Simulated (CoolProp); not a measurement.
A simple Rankine cycle with dimethyl ether: condensing at 331.15 K, boiler at 3.69 MPa, turbine inlet 419.4 K, turbine efficiency 0.7, pump efficiency 0.7, no recuperator. Each further row changes one setting.

Values from CoolProp's reference Helmholtz-energy equation of state, Wu 2011.

| case | thermal efficiency (%) | net work (kJ/kg) | heat in (kJ/kg) | turbine exit temperature (K) | volume ratio over the turbine |
|---|---|---|---|---|---|
| as stated | 7.3 | 34.0 | 465 | 375.6 | 2.78 |
| turbine inlet 439.4 K | 7.4 | 37.9 | 511 | 397.8 | 2.72 |
| condensing temperature 323.15 K | 8.5 | 41.2 | 486 | 368.5 | 3.35 |
| boiler pressure 2.58 MPa | 5.0 | 24.7 | 490 | 394.1 | 1.88 |
| turbine efficiency 0.6 | 6.1 | 28.4 | 465 | 378.6 | 2.81 |
